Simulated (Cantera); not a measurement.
Input (Python, Cantera):

```python
import numpy as np
import cantera as ct

gas = ct.Solution("h2o2.yaml")
gas.TPX = 1425, 1400, {'H2': 0.23, 'O2': 1}
inlet = ct.Reservoir(gas, clone=True)

reactor = ct.IdealGasConstPressureReactor(gas, energy="off", clone=False)
exhaust = ct.Reservoir(gas, clone=True)
tau = [8.2, 2, 0.49, 0.12, 0.03, 0.0072, 0.0018][0]
for a, b in ((inlet, reactor), (reactor, exhaust)):
    ct.MassFlowController(a, b, mdot=lambda t: reactor.mass / tau)
net = ct.ReactorNet([reactor])
show = ['H2', 'O2', 'OH', 'H2O', 'HO2']

rows = []
print(f"{'tau/s':>10s}{'T/K':>9s}" + "".join(f"{s:>11s}" for s in show))
for tau in [8.2, 2, 0.49, 0.12, 0.03, 0.0072, 0.0018]:
    net.initial_time = 0.0
    net.advance(30 * tau)
    before = gas.X
    net.advance(40 * tau)
    drift = np.max(np.abs(gas.X - before) / (gas.X + 1e-9))
    rows.append([gas.T, *gas[show].X, drift])
    print(f"{tau:10.3e}{gas.T:9.1f}" + "".join(f"{x:11.3e}" for x in gas[show].X))
```

Result:

```
     tau/s      T/K         H2         O2         OH        H2O        HO2
 8.200e+00   1425.0  1.812e-04  7.914e-01  2.560e-03  2.045e-01  9.763e-07
 2.000e+00   1425.0  4.598e-04  7.888e-01  4.091e-03  2.029e-01  1.887e-06
 4.900e-01   1425.0  1.137e-03  7.828e-01  6.443e-03  1.996e-01  3.186e-06
 1.200e-01   1425.0  2.670e-03  7.693e-01  9.832e-03  1.921e-01  4.530e-06
 3.000e-02   1425.0  5.445e-03  7.438e-01  1.378e-02  1.770e-01  5.307e-06
 7.200e-03   1425.0  9.017e-03  7.133e-01  1.689e-02  1.566e-01  5.342e-06
 1.800e-03   1425.0  1.388e-02  7.002e-01  1.880e-02  1.416e-01  5.190e-06
```

Computed with Cantera and the H2/O2 subset of GRI-Mech 3.0, which has no nitrogen chemistry. Radical loss at walls, strong at low pressure, is not modelled. The temperature is held fixed by assumption; the heat of reaction is taken as removed at once.
